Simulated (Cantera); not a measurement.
A closed system holds: 1 mol SiO2, 6.6 mol C, 8.3 mol H2, 0.33 mol CH4, at 1452 °C.

These are equilibrium values from Cantera (NASA tables, ideal gas, pure condensed phases), not measurements of a reactor. Candidate condensed phases: C, C6H6, C7H8, C8H18, H2O, Si, SiC, SiO2; 123 gas species. Rates play no part.

### Question
At 10.0 Pa, list the 5 most abundant gas species with their mole fractions, and the condensed phases.

### Answer
H2 0.802, CO 0.180, H 0.0166, SiO 0.000799, Si 0.000171. Condensed: C(graphite) + SiC(s).
